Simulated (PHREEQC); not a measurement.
0.04 g of hydrous ferric oxide (600 m²/g; 0.2 weak and 0.005 strong sites per Fe, Dzombak-Morel constants, diffuse double layer) in 1 kg of water with 0.001 mol/kgw of an inert sodium salt, at 25 °C; the pH is set by adding NaOH or the inert anion's acid. Oxygen alone is held at its pressure in air (log pO2 = -0.68). The system is closed to CO2. No solid was allowed to form.

Base run: PHREEQC, ion-association model, wateq4f.dat. Each further column changes one thing. The table gives surface charge σ (C/m²).

```csv
pH,base,background salt from 0.001 to 0.0001 mol/kgw,oxide from 0.04 to 0.2 g/kgw,1.1e-05 mol/kgw Na2HAsO4 added
4,0.117,0.066,0.119,0.086
4.5,0.078,0.036,0.079,0.053
5,0.050,0.020,0.051,0.032
6,0.019,0.006,0.019,0.011
6.5,0.011,0.004,0.011,0.006
7,0.006,0.002,0.006,0.003
7.5,0.003,0.001,0.003,0.000
8,0.000,0.000,0.000,-0.002
9,-0.004,-0.001,-0.004,-0.007
9.5,-0.008,-0.003,-0.009,-0.011
10,-0.015,-0.007,-0.016,-0.017
```
